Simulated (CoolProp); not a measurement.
Model: reference Helmholtz-energy equation of state, Lemmon 2006, in CoolProp. It is a short technical equation, of lower accuracy than the large ones.

Q: Give the vapour pressure (kPa), liquid density (kg/m³), enthalpy of vaporisation (kJ/kg), liquid cp (kJ/(kg K)) of saturated C3F8 (R218) at 178.1, 212.5, 281.3 K.

A: 
```
T (K)  p (kPa)  liquid density (kg/m³)  enthalpy of vaporisation (kJ/kg)  liquid cp (kJ/(kg K))
-----  -------  ----------------------  --------------------------------  ---------------------
178.1     2.50                    1820                               124                  0.862
212.5     29.8                    1700                               113                  0.925
281.3      536                    1410                              85.7                   1.10
```
